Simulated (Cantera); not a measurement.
What does this Cantera script print?

```python
import numpy as np
import cantera as ct

gas = ct.Solution("gri30.yaml")
gas.TPX = 1600, 110000, {'CH4': 1, 'N2': 90}
reactor = ct.IdealGasConstPressureReactor(gas, energy="off", clone=False)
net = ct.ReactorNet([reactor])
net.rtol, net.atol = 1e-08, 1e-18
show = ['CH4', 'H', 'C2H6', 'C2H', 'C2H2', 'H2']
times = np.geomspace(0.0002, 90, 15)

steps = ct.SolutionArray(gas, extra=["t"])
rows = []
print(f"{'t/s':>10s}{'T/K':>9s}{'P/Pa':>11s}" + "".join(f"{s:>11s}" for s in show))
for t in times:
    while net.time < t:
        t_next = net.step()
        steps.append(gas.state, t=t_next)
    rows.append([np.interp(t, steps.t, y) for y in (steps.T, steps.P, *steps(*show).X.T)])
    print(f"{t:10.3e}{rows[-1][0]:9.1f}{rows[-1][1]:11.4g}" + "".join(f"{x:11.3e}" for x in rows[-1][2:]))
rate = np.gradient(steps.T, steps.t)
print("integrator steps:", len(steps.t))
if steps.T.max() > steps.T[0] + 200:
    print(f"time of steepest temperature rise: {steps.t[rate.argmax()]:.4e} s")
gas.TPX = 1600, 110000, {'CH4': 1, 'N2': 90}
gas.equilibrate("TP")
print(f"equilibrium (TP): T = {gas.T:.1f} K  " + "  ".join(f"{s} {gas[s].X[0]:.3e}" for s in show))
```

Output:

```
       t/s      T/K       P/Pa        CH4          H       C2H6        C2H       C2H2         H2
 2.000e-04   1600.0    1.1e+05  1.098e-02  7.012e-08  5.085e-08  8.908e-17  5.133e-11  4.164e-06
 5.068e-04   1600.0    1.1e+05  1.097e-02  7.981e-08  6.384e-07  9.499e-15  2.190e-09  1.113e-05
 1.284e-03   1600.0    1.1e+05  1.093e-02  1.256e-07  5.228e-06  7.018e-13  8.494e-08  3.450e-05
 3.254e-03   1600.0    1.1e+05  1.078e-02  3.075e-07  2.378e-05  1.864e-11  2.764e-06  1.481e-04
 8.246e-03   1600.0    1.1e+05  1.014e-02  9.614e-07  5.505e-05  2.775e-10  6.895e-05  8.002e-04
 2.089e-02   1600.0    1.1e+05  8.540e-03  2.094e-06  3.651e-05  1.623e-09  7.035e-04  3.047e-03
 5.295e-02   1600.0    1.1e+05  6.520e-03  3.188e-06  1.467e-05  3.355e-09  1.998e-03  6.374e-03
 1.342e-01   1600.0    1.1e+05  4.324e-03  4.312e-06  5.292e-06  4.760e-09  3.218e-03  9.785e-03
 3.400e-01   1600.0    1.1e+05  2.392e-03  5.316e-06  1.468e-06  5.925e-09  4.221e-03  1.271e-02
 8.615e-01   1600.0    1.1e+05  1.123e-03  6.012e-06  3.117e-07  6.715e-09  4.863e-03  1.461e-02
 2.183e+00   1600.0    1.1e+05  4.762e-04  6.385e-06  5.555e-08  7.136e-09  5.187e-03  1.558e-02
 5.531e+00   1600.0    1.1e+05  1.958e-04  6.554e-06  9.493e-09  7.324e-09  5.326e-03  1.600e-02
 1.402e+01   1600.0    1.1e+05  8.700e-05  6.622e-06  1.998e-09  7.401e-09  5.380e-03  1.616e-02
 3.552e+01   1600.0    1.1e+05  5.475e-05  6.644e-06  8.864e-10  7.426e-09  5.396e-03  1.621e-02
 9.000e+01   1600.0    1.1e+05  5.137e-05  6.647e-06  7.992e-10  7.428e-09  5.398e-03  1.621e-02
integrator steps: 1738
equilibrium (TP): T = 1600.0 K  CH4 1.347e-05  H 6.660e-06  C2H6 5.470e-11  C2H 5.017e-10  C2H2 3.654e-04  H2 1.628e-02
```

Computed with Cantera and GRI-Mech 3.0 (53 species, 325 reactions). GRI-Mech 3.0 stops at C3 and has no aromatics, soot or wall deposition, so with more carbon than oxygen in the feed, carbon stays in small species such as C2H2 where larger ones or solid carbon would form.
